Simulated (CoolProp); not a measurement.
Vapour-liquid equilibrium of n-octane (1) + p-xylene (2) at 0.04 bar; x and y are mole fractions of (1).

Computed with CoolProp (multi-fluid Helmholtz-energy mixture model, Beckmüller 2019 and Zhou 2012; pair parameters Bell 2016).

| x | bubble temperature (°C) | y at the bubble point | dew temperature at overall composition x (°C) | liquid density (mol/L) |
|---|---|---|---|---|
| 0.05 | … | 0.101 | 47.7 | 7.764 |
| 0.15 | … | 0.257 | 46.5 | 7.543 |
| 0.25 | 43.9 | 0.377 | … | … |
| 0.35 | 42.9 | 0.476 | 44.2 | 7.127 |
| 0.45 | 42.0 | 0.563 | 43.1 | 6.932 |
| 0.55 | 41.3 | 0.643 | 42.1 | 6.747 |
| 0.65 | … | 0.721 | 41.3 | 6.571 |
| 0.75 | 40.2 | 0.798 | 40.5 | 6.402 |
| 0.85 | 39.8 | 0.877 | 39.9 | 6.241 |
| 0.95 | 39.4 | 0.958 | 39.4 | 6.088 |

Question: Fill in the missing entries.

Answer: 
- 0.05, bubble temperature (°C): 47.1
- 0.15, bubble temperature (°C): 45.3
- 0.25, dew temperature at overall composition x (°C): 45.4
- 0.25, liquid density (mol/L): 7.330
- 0.65, bubble temperature (°C): 40.7

No azeotrope shows between x = 0.05 and 0.95.

The pair parameters rest on a limited set of measurements; away from them the model extrapolates.
